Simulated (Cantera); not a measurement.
A perfectly stirred reactor is fed with 0.695 % H2, 99.3 % O2, equivalence ratio 0.0035, at 2700 Pa; it is held at 1375 K, and followed from long to short residence time.

Model: GRI-Mech 3.0 (53 species, 325 reactions), integrated in Cantera. Radical loss at walls, strong at low pressure, is not modelled.

One state of this run: x H2 = 6.93e-5; x O2 = 0.988; x O = 0.00422; x HO2 = 5.55e-7; x H2O2 = 1.46e-8; x H = 9.04e-5. x: mole fraction; the columns are a selection and need not sum to one.

Which value of τ (s) does it belong to?
A. 0.071
B. 0.031
C. 0.0059
D. 0.013

A, 0.071
